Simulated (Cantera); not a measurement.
An isothermal, constant-pressure homogeneous reactor starts with CH4 : H2 = 0.044 : 1 (molar parts), at 2200 K and 14000 Pa.

Detailed kinetics in Cantera: GRI-Mech 3.0 (53 species, 325 reactions). GRI-Mech 3.0 stops at C3 and has no aromatics, soot or wall deposition, so with more carbon than oxygen in the feed, carbon stays in small species such as C2H2 where larger ones or solid carbon would form.

x: mole fraction; the columns are a selection and need not sum to one.

```csv
t (s),x CH4,x H2,x C2H6,x C2H4,x H
0.000300,0.0310,0.953,[?],0.000283,0.00802
0.000850,0.0164,0.959,[?],0.000121,0.0104
0.00241,0.00549,0.964,[?],2.36e-5,0.0120
0.00682,0.00144,0.965,[?],8.09e-6,0.0136
0.0193,0.000397,0.965,[?],6.69e-6,0.0146
0.0547,0.000144,0.965,4.16e-10,6.57e-6,0.0149
0.155,9.83e-5,0.965,2.13e-10,6.56e-6,0.0149
0.439,9.68e-5,0.965,2.08e-10,6.56e-6,0.0149
1.24,9.68e-5,0.965,2.08e-10,6.56e-6,0.0149
3.52,9.68e-5,0.965,2.08e-10,6.56e-6,0.0149
9.97,9.68e-5,0.965,2.08e-10,6.56e-6,0.0149
28.2,9.68e-5,0.965,2.08e-10,6.56e-6,0.0149
80.0,9.68e-5,0.965,2.08e-10,6.56e-6,0.0149
```

Task: Complete the blanks.

Result: 
- 0.000300, x C2H6: 8.97e-6
- 0.000850, x C2H6: 3.37e-6
- 0.00241, x C2H6: 4.41e-7
- 0.00682, x C2H6: 3.46e-8
- 0.0193, x C2H6: 2.85e-9
